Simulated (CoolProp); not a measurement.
Vapour-liquid equilibrium of R143a (1) + n-butane (2) at 58.9 kPa; x and y are mole fractions of (1).

The numbers come from the multi-fluid Helmholtz-energy mixture model, Lemmon and Jacobsen 2000 and Bücker 2006; pair parameters Bell 2016 in CoolProp.

```
x     bubble temperature (K)  y at the bubble point  dew temperature at overall composition x (K)  liquid density (mol/L)
----  ----------------------  ---------------------  --------------------------------------------  ----------------------
0.05                   237.3                  0.653                                         258.0                   11.06
0.15                   223.0                  0.853                                         255.5                   11.50
0.25                   219.2                  0.889                                         252.7                   11.78
0.35                   218.1                  0.899                                         249.6                   12.02
0.45                   217.7                  0.902                                         246.2                   12.27
0.55                   217.6                  0.904                                         242.2                   12.54
0.65                   217.3                  0.908                                         237.4                   12.84
0.75                   216.8                  0.917                                         231.5                   13.18
0.85                   216.2                  0.936                                         223.4                   13.56
0.95                   215.4                  0.971                                         215.8                   13.99
```

No azeotrope shows between x = 0.05 and 0.95.

The pair parameters rest on a limited set of measurements; away from them the model extrapolates. With so large a gap from Raoult's law the liquid may split in two, which this calculation doesn't test in full.
